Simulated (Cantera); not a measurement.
Input: 1 mol B₂O₃, 0.15 mol NH₃, 9.5 mol N₂, equilibrated at 0.270 bar.

Points: T (K) = 1250, 1300, 1350, 1400, 1450, 1500, 1550, 1600, 1650, 1700.

Cantera's Mixture.equilibrate('TP', solver="vcs", rtol=1e-11, max_steps=5000) on the NASA tables stopped like this:

```
ERROR: FAILURE its = 5001!

*******************************************************************************
CanteraError thrown by MultiPhase::equilibrate:
VCS solver failed. Return code: -1
*******************************************************************************
```

**Question.** What got this run through?

**Answer.** Several could match; the one computed here: The failure is numerical, not chemical. The same input converged with solver="gibbs", rtol=1e-10, max_steps=50000, and the result passed a check of the equilibrium conditions:
```
log10 of partial pressures in bar; condensed amounts in mol
       T/K        N2        H2      B2O3      HBO2     BN(s)   B2O3(L)
      1250    -0.579    -2.210    -7.356    -5.015  0.000948    0.9993
      1300    -0.579    -2.211    -6.730    -4.748  0.001024    0.9991
      1350    -0.579    -2.211    -6.153    -4.503  0.001161    0.9988
      1400    -0.579    -2.212    -5.619    -4.277  0.001381    0.9982
      1450    -0.579    -2.213    -5.124    -4.067   0.00171    0.9972
      1500    -0.579    -2.215    -4.664    -3.874   0.00217    0.9954
      1550    -0.579    -2.218    -4.235    -3.694  0.002765    0.9922
      1600    -0.579    -2.223    -3.834    -3.528  0.003454    0.9863
      1650    -0.580    -2.230    -3.459    -3.374  0.004088    0.9751
      1700    -0.581    -2.241    -3.107    -3.232  0.004286    0.9534
```

The gas is ideal and each condensed phase is pure. Mutual solubility and eutectic melting of coexisting phases are not modelled.
